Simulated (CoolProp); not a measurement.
Saturated liquid density (kg/m³) of fluorine: the reference equation beside estimates from Tc = 144.4 K, pc = 5.240 MPa, ω = 0.045. Rackett uses Z = 0.29056 − 0.08775 ω.

Computed with CoolProp (reference Helmholtz-energy equation of state, de Reuck 1990).

```
T (K)  reference  Rackett  van der Waals  Redlich-Kwong  Peng-Robinson
-----  ---------  -------  -------------  -------------  -------------
105.9       1341     1362          918.0           1321           1495
108.9       1315     1336          899.3           1288           1458
111.8       1289     1309          880.3           1254           1421
114.8       1260     1281          859.7           1217           1381
117.7       1231     1251          838.7           1179           1339
120.7       1200     1219          815.7           1137           1292
123.6       1167     1187          791.9           1095           1244
126.6       1131     1150          765.4           1047           1190
129.5       1092     1112          737.5          997.2           1132
132.5       1047     1067          705.7          940.4           1066
135.5      994.3     1017          669.5          876.5          990.8
```

Absolute difference from the reference over all 11 rows, mean and median: Rackett 1.7 and 1.7 %, van der Waals 32.1 and 32.0 %, Redlich-Kwong 5.8 and 5.2 %, Peng-Robinson 6.9 and 7.7 %.
